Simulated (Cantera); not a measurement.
An adiabatic, constant-pressure homogeneous reactor starts with CO : H2 : CH4 : O2 : N2 = 1 : 0.14 : 0.24 : 1.33 : 5 (molar parts), at 1000 K and 750 Torr. Integrator tolerance rtol = 1e-08.

Computed with Cantera and GRI-Mech 3.0 (53 species, 325 reactions).

```tsv
quantity	before	after
time of steepest temperature rise	6.79 ms	8.55 ms
temperature at 0.600 s	2490 K	2253 K
equilibrium temperature	2490 K	2253 K
x(CO) at 0.600 s	0.0245 (gas-phase equilibrium 0.0245)	0.00298 (gas-phase equilibrium 0.00298)
x(H2) at 0.600 s	0.00213 (gas-phase equilibrium 0.00213)	0.000499 (gas-phase equilibrium 0.000498)
x(CH4) at 0.600 s	<1e-12 (gas-phase equilibrium <1e-12)	<1e-12 (gas-phase equilibrium <1e-12)
x(OH) at 0.600 s	0.00840 (gas-phase equilibrium 0.00840)	0.00448 (gas-phase equilibrium 0.00448)
x(O) at 0.600 s	0.00290 (gas-phase equilibrium 0.00290)	0.00105 (gas-phase equilibrium 0.00105)
```

Question: What was changed between the two runs?
(A) initial temperature 1000 to 1525 K
(B) pressure from 750 Torr to 9750 Torr
(C) CO 1 to 0.44 parts
(D) CH4 0.24 to 0.35 parts

Answer: C, CO 1 to 0.44 parts
